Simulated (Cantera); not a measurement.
Charge: 1 mol CsOH, 0.36 mol H₂O, at 850 K and 1.00 Torr.

Method: chemical equilibrium by Gibbs-energy minimisation in Cantera with the NASA 1993 tables (ideal gas, pure condensed phases). Candidate condensed phases: Cs, CsOH, H₂O; 15 gas species. The numbers say what is thermodynamically allowed, not how fast it happens.

Base state: CsOH 0.597, H₂O 0.294, Cs₂(OH)₂ 0.109 (mole fractions); condensed: gas only.

Question: What changes in the equilibrium state with this change: CsOH replaced by Mg(OH)₂?

Answer: 
| species | before | after |
|---|---|---|
| H₂O | 0.294 | 1.00 |
| CsOH | 0.597 | 0 |
| Cs₂(OH)₂ | 0.109 | 0 |
| MgO(s), mol | 0 | 1.00 |
Further candidate phases: Mg, MgO, Mg(OH)₂.

Question: What changes in the equilibrium state with this change: H₂O from 0.36 to 7.8 mol?

Answer: 
```csv
species,before,after
H₂O,0.294,0.889
CsOH,0.597,0.107
Cs₂(OH)₂,0.109,0.00351
```
